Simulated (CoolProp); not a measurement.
A simple Rankine cycle with n-perfluoropentane: condensing at 289.15 K, boiler at 0.222 MPa, turbine inlet 327.8 K, turbine efficiency 0.7, pump efficiency 0.8, no recuperator. Each further row changes one setting.

Values from CoolProp's reference Helmholtz-energy equation of state, Gao 2022.

| case | thermal efficiency (%) | net work (kJ/kg) | heat in (kJ/kg) | turbine exit temperature (K) | volume ratio over the turbine |
|---|---|---|---|---|---|
| as stated | 6.3 | 7.79 | 124 | 315.6 | 3.80 |
| turbine inlet 347.8 K | 5.9 | 8.39 | 142 | 335.8 | 3.75 |
| condensing temperature 281.15 K | 7.4 | 9.84 | 132 | 312.9 | 5.33 |
| boiler pressure 0.155 MPa | 4.6 | 5.77 | 125 | 319.3 | 2.60 |
| turbine efficiency 0.6 | 5.4 | 6.66 | 124 | 317.0 | 3.82 |
